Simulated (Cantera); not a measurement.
Charge: 1 mol Fe2O3, 2.5 mol CO, equilibrated at 200 Pa.

Equilibrium computed with Cantera from the NASA thermochemical tables; the gas is ideal and each condensed phase is pure. Candidate condensed phases: C, Fe, Fe(CO)5, FeO, Fe2O3, Fe3O4; 15 gas species. The tables' stoichiometric FeO is somewhat more stable than real wüstite, so its field is too wide. FeO: taken at fixed stoichiometry. Rates play no part.

x: gas mole fraction; n: condensed amount in mol.

```csv
T (K),x CO,x CO2,x Fe,x O2,x O,x FeO,n FeO(s),n FeO(l)
1250,0.600,0.400,3.60e-8,<1e-12,1.25e-12,4.12e-11,2.00,0
1450,0.600,0.400,6.25e-6,1.13e-9,1.51e-9,3.16e-8,2.00,0
1650,0.600,0.400,___,___,___,___,0,2.00
1850,0.592,0.403,0.00490,2.68e-5,2.23e-5,0.000181,0,1.99
2050,___,0.419,___,___,___,___,0,1.89
2250,0.352,0.375,0.181,0.0402,0.0165,0.0356,0,1.26
2450,0.285,0.156,0.305,0.119,0.0869,0.0484,0,0
```

**Question.** Complete the blanks.

**Answer.** 
- 2050, x CO: 0.536
- 2050, x Fe: 0.0400
- 2050, x O2: 0.00121
- 2050, x O: 0.000755
- 2050, x FeO: 0.00334
- 1650, x Fe: 0.000300
- 1650, x O2: 3.17e-7
- 1650, x O: 3.26e-7
- 1650, x FeO: 4.61e-6
